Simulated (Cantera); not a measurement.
A freely propagating, adiabatic, planar premixed flame of CH₄ : H₂ : O₂ : N₂ = 1 : 0.3 : 2.44 : 9.19 (molar parts), equivalence ratio 0.88, unburnt at 550 K and 760 Torr; mixture-averaged transport, grid criteria slope 0.08 and curve 0.16, no radiation.

Detailed kinetics in Cantera: GRI-Mech 3.0 (53 species, 325 reactions). Burning velocities carry a grid error of a few per cent, more on coarse grids.

x: mole fraction of selected species; z is measured from the peak of heat release.

```
z (mm)   T (K)  u (m/s)     x CH₄     x H₂    x O₂  x CH₂CO    x CH₂O     x CH₃
-------  -----  -------  --------  -------  ------  -------  --------  --------
-0.998     550     1.18    0.0773   0.0232   0.189    <1e-8   6.25e-8   1.33e-8
-0.665     551     1.18    0.0773   0.0231   0.189    <1e-8   1.07e-6   1.54e-7
-0.499     557     1.20    0.0770   0.0231   0.188  1.73e-8   6.55e-6   7.64e-7
-0.333     595     1.28    0.0749   0.0230   0.186  2.74e-7   6.28e-5   7.34e-6
-0.166     [?]     1.97    0.0574   0.0229   0.163  9.64e-6  0.000575  0.000250
-0.0831    [?]     2.82    0.0336   0.0227   0.127  4.42e-5  0.000933   0.00141
0          [?]     3.69   0.00887   0.0199  0.0811  6.57e-5  0.000690   0.00168
0.0831    1842     4.05  0.000759   0.0141  0.0529  1.36e-5  0.000124  0.000233
0.166     1894     4.15   3.43e-5   0.0111  0.0427  7.79e-7   6.97e-6   1.16e-5
0.333     1955     4.26   1.10e-7   0.0100  0.0370    <1e-8   2.54e-8   4.21e-8
0.665     2032     4.41     <1e-8  0.00889  0.0335    <1e-8     <1e-8     <1e-8
1.33      2115     4.56     <1e-8  0.00682  0.0307    <1e-8     <1e-8     <1e-8
2.66      2189     4.70     <1e-8  0.00466  0.0281    <1e-8     <1e-8     <1e-8
```

Problem. Fill in the missing entries.

Solution. 
- -0.166, T (K): 908
- -0.0831, T (K): 1293
- 0, T (K): 1676
